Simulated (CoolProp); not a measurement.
Vapour-liquid equilibrium of propane (1) + n-pentane (2) at 13.85 °C; x and y are mole fractions of (1).

Model: multi-fluid Helmholtz-energy mixture model, Lemmon 2009 and Thol 2019; pair parameters Kunz 2012, in CoolProp.

Task: Give the bubble pressure and the first vapour's composition at x = 0.125, 0.8, 0.875. Is there an azeotrope?

Result: x = 0.125: 0.1374 MPa, y = 0.703; x = 0.8: 0.5709 MPa, y = 0.976; x = 0.875: 0.6204 MPa, y = 0.985. No azeotrope shows between x = 0.05 and 0.95.

The pair parameters rest on a limited set of measurements; away from them the model extrapolates. The gap from Raoult's law changes sign with composition, which may be real or a fault of the pair parameters; it wasn't checked against measurements.
